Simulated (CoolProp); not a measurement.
Computed with CoolProp (reference Helmholtz-energy equation of state, Schmidt 1985).

Q: Give the vapour pressure (bar), liquid density (kg/m³), vapour density (kg/m³), surface tension (mN/m) of saturated oxygen at -193.95, -191.05, -167.75 °C.

A: 
| T (°C) | p (bar) | liquid density (kg/m³) | vapour density (kg/m³) | surface tension (mN/m) |
|---|---|---|---|---|
| -193.95 | 0.270 | 1190 | 1.33 | 15.9 |
| -191.05 | 0.397 | 1180 | 1.89 | 15.2 |
| -167.75 | 3.90 | 1060 | 15.6 | 9.45 |

Surface tension comes from a separate correlation (Mulero 2012).
